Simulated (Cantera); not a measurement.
An isothermal, constant-pressure homogeneous reactor starts with CH₄ : H₂O = 1 : 0.32 (molar parts), at 1550 K and 100.0 Torr. Integrator tolerance rtol = 1e-08.

Model: GRI-Mech 3.0 (53 species, 325 reactions), integrated in Cantera. GRI-Mech 3.0 stops at C3 and has no aromatics, soot or wall deposition, so with more carbon than oxygen in the feed, carbon stays in small species such as C2H2 where larger ones or solid carbon would form.

Task: What does this change do: CH4 1 to 0.66 parts?

Result: 
| quantity | before | after |
|---|---|---|
| x(CH₄) at 80.0 s | 0.0155 (gas-phase equilibrium 0.0148) | 0.0139 (gas-phase equilibrium 0.0121) |
| x(H₂O) at 80.0 s | 0.00249 (gas-phase equilibrium 1.43e-7) | 0.00811 (gas-phase equilibrium 2.37e-7) |
| x(CH₂O) at 80.0 s | 5.64e-9 (gas-phase equilibrium 5.27e-9) | 8.20e-9 (gas-phase equilibrium 7.09e-9) |
| x(C₂H₆) at 80.0 s | 1.28e-6 (gas-phase equilibrium 1.22e-6) | 9.57e-7 (gas-phase equilibrium 8.13e-7) |
| x(CH₃) at 80.0 s | 3.17e-5 (gas-phase equilibrium 3.04e-5) | 2.84e-5 (gas-phase equilibrium 2.48e-5) |
